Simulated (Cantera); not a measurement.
A diamond (100) surface in a fixed gas of H2 with x(CH4) = 0.022, x(CH3) = 0.00086, at 950 K, 0.0110 bar; coverages are run to steady state.

Model: the Harris–Goodwin 1993 mechanism for the reconstructed diamond (100) surface, integrated in Cantera.

One state of this run: growth (µm/h) = 3.39; θ c6HH = 0.582; θ c6H* = 0.0127; θ c6*H = 0.302; θ c6** = 0.00585; θ c6HM = 0.0748. θ: site fractions in the mechanism's names (c6HH fully hydrogenated, c6H* and c6*H radical sites, c6** diradical, c6HM methylated).

### Question
Which value of x(H) does it belong to?
A) 0.00054
B) 0.0067
C) 0.0029
D) 0.00023

### Answer
B, 0.0067
